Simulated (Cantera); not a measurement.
An adiabatic, constant-volume homogeneous reactor starts with CH4 : C2H6 : O2 : N2 = 1 : 0.04 : 1.65 : 6.19 (molar parts), equivalence ratio 1.3, at 1248 K and 1.60 bar. Integrator tolerance rtol = 1e-08.

Computed with Cantera and GRI-Mech 3.0 (53 species, 325 reactions).

```json
[
 {"quantity": "time of steepest temperature rise", "before": "6.60 ms", "after": "5.18 ms"},
 {"quantity": "temperature at 0.200 s", "before": "2904 K", "after": "2901 K"},
 {"quantity": "equilibrium temperature", "before": "2904 K", "after": "2901 K"},
 {"quantity": "x(CH4) at 0.200 s", "before": "<1e-12 (gas-phase equilibrium <1e-12)", "after": "<1e-12 (gas-phase equilibrium <1e-12)"},
 {"quantity": "x(C2H6) at 0.200 s", "before": "<1e-12 (gas-phase equilibrium <1e-12)", "after": "<1e-12 (gas-phase equilibrium <1e-12)"},
 {"quantity": "x(O2) at 0.200 s", "before": "0.00363 (gas-phase equilibrium 0.00363)", "after": "0.00306 (gas-phase equilibrium 0.00306)"},
 {"quantity": "x(HO2) at 0.200 s", "before": "3.06e-6 (gas-phase equilibrium 3.06e-6)", "after": "2.67e-6 (gas-phase equilibrium 2.67e-6)"},
 {"quantity": "x(CH3) at 0.200 s", "before": "2.03e-12 (gas-phase equilibrium 2.45e-12)", "after": "2.57e-12 (gas-phase equilibrium 3.08e-12)"},
 {"quantity": "x(CO2) at 0.200 s", "before": "0.0385 (gas-phase equilibrium 0.0385)", "after": "0.0374 (gas-phase equilibrium 0.0374)"}
]
```

Problem. What was changed between the two runs?
A. C2H6 0.04 to 0.053 parts
B. CH4 1 to 0.61 parts
C. CH4 1 to 1.8 parts
D. initial temperature 1248 to 1523 K

Solution. A, C2H6 0.04 to 0.053 parts
